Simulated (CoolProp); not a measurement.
Vapour pressure (kPa) of octamethylcyclotetrasiloxane (D4): the reference equation beside estimates from Tc = 313.4 °C, pc = 1347 kPa, ω = 0.598.

Model: reference Helmholtz-energy equation of state, Thol 2015, in CoolProp.

```csv
T (°C),reference,Lee-Kesler,van der Waals,Redlich-Kwong,Soave-Redlich-Kwong,Peng-Robinson
186.65,132.6,132.3,470.0,286.4,133.4,133.3
198.15,173.1,172.8,527.2,342.0,174.7,174.0
209.75,223.0,222.6,589.2,405.2,225.7,224.3
221.35,283.3,282.9,655.6,475.9,287.6,285.2
232.95,355.3,355.1,726.4,554.5,361.7,358.4
244.55,440.6,440.7,801.8,641.5,449.6,445.2
256.15,541.0,541.6,881.9,737.1,552.9,547.6
267.75,658.5,659.8,966.7,841.7,673.2,667.3
279.35,795.3,797.9,1056,955.8,812.5,806.4
290.95,954.8,958.7,1151,1080,972.4,967.0
```

Absolute difference from the reference over all 10 rows, mean and median: Lee-Kesler 0.2 and 0.2 %, van der Waals 110.4 and 93.2 %, Redlich-Kwong 56.2 and 50.8 %, Soave-Redlich-Kwong 1.7 and 1.8 %, Peng-Robinson 0.9 and 1.0 %.
